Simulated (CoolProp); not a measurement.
CHF3 (R23) along the isotherm 475 K: density (kg/m³) from the reference equation and from simpler models built on Tc = 299.3 K, pc = 4.832 MPa, ω = 0.263; each cubic takes its own stable root.

Values from CoolProp's reference Helmholtz-energy equation of state, Penoncello 2003.

| p (MPa) | phase | reference |
|---|---|---|
| 0.0764 | gas | 1.356 |
| 0.129 | gas | 2.291 |
| 0.218 | gas | 3.875 |
| 0.367 | gas | 6.536 |
| 0.62 | gas | 11.08 |
| 1.05 | gas | 18.86 |
| 1.76 | gas | 31.90 |
| 2.98 | gas | 54.83 |
| 5.03 | supercritical | 94.81 |
| 8.48 | supercritical | 165.8 |
| 14.3 | supercritical | 291.2 |
| 24.2 | supercritical | 487.2 |

Task: How far does each simpler model (van der Waals, Redlich-Kwong, Soave-Redlich-Kwong, Peng-Robinson) lie from the reference over these 12 states: mean and median of the absolute difference, and the worst?

Result: 
- van der Waals: mean 2.2 %, median 0.9 %, worst +10.0 % at 475 K and 14.3 MPa
- Redlich-Kwong: mean 1.1 %, median 0.6 %, worst +3.6 % at 475 K and 14.3 MPa
- Soave-Redlich-Kwong: mean 2.1 %, median 0.5 %, worst -10.4 % at 475 K and 24.2 MPa
- Peng-Robinson: mean 0.8 %, median 0.1 %, worst -5.1 % at 475 K and 24.2 MPa
